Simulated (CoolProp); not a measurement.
Vapour-liquid equilibrium of benzene (1) + n-decane (2) at 34.35 °C; x and y are mole fractions of (1).

The numbers come from the multi-fluid Helmholtz-energy mixture model, Thol 2012 and Lemmon 2006; pair parameters Bell 2016 in CoolProp.

| x | bubble pressure, mixture model (bar) | bubble pressure, Raoult's law (bar) | y, mixture model | y, Raoult's law |
|---|---|---|---|---|
| 0.05 | 0.01495 | 0.01286 | 0.783 | 0.748 |
| 0.2 | 0.05022 | 0.04121 | 0.945 | 0.934 |
| 0.35 | 0.08244 | 0.06957 | 0.972 | 0.968 |
| 0.5 | 0.1100 | 0.09792 | 0.983 | 0.983 |
| 0.65 | 0.1342 | 0.1263 | 0.990 | 0.991 |
| 0.8 | 0.1578 | 0.1546 | 0.994 | 0.996 |
| 0.95 | 0.1832 | 0.1830 | 0.999 | 0.999 |

The largest gap from Raoult's law is +21.9 % in bubble pressure, at x = 0.2. No azeotrope shows between x = 0.05 and 0.95.

Pair parameters are fitted to limited data, so mixtures are less certain than the pure fluids.
